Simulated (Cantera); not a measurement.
Feed: 1 mol SiH₄, 18 mol H₂, 0.067 mol HCl, held at 0.0133 bar.

Equilibrium computed with Cantera from the NASA thermochemical tables; the gas is ideal and each condensed phase is pure. Candidate condensed phases: Si; 19 gas species. Gases not in the tables: Si₂H₆ and higher silanes. Kinetics and transport are ignored. All values below are at 1427 °C.

Base state: H₂ 0.995, HCl 0.00325, H 0.00127, Si 5.09e-5, SiCl₂ 3.81e-5, SiH₂ 1.41e-5 (mole fractions); condensed: Si(l).

Q: What changes in the equilibrium state with this change: HCl from 0.067 to 1.5 mol?

A: 
```json
[
 {"species": "H₂", "before": "0.995", "after": "0.939"},
 {"species": "HCl", "before": "0.00325", "after": "0.0502"},
 {"species": "SiCl₂", "before": "3.81e-5", "after": "0.00962"},
 {"species": "SiCl₃", "before": "1.16e-8", "after": "4.64e-5"},
 {"species": "SiCl", "before": "3.11e-6", "after": "4.94e-5"},
 {"species": "Cl", "before": "3.24e-6", "after": "5.14e-5"},
 {"species": "SiH₂", "before": "1.41e-5", "after": "1.33e-5"},
 {"species": "H", "before": "0.00127", "after": "0.00124"},
 {"species": "Si(l), mol", "before": "0.998", "after": "0.789"}
]
```
The tables' values for SiCl, SiCl₃ are old estimates; treat these amounts as uncertain.
